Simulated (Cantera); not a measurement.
A closed system holds: 1 mol Pb, 0.96 mol H2, 35 mol N2, at 133 Pa.

Equilibrium computed with Cantera from the NASA thermochemical tables; the gas is ideal and each condensed phase is pure. Candidate condensed phases: Pb; 11 gas species. Rates play no part.

Problem. At 500 °C, list the 3 most abundant gas species with their mole fractions, and the condensed phases.

Solution. N2 0.973, H2 0.0267, Pb 1.73e-5. Condensed: Pb(l).
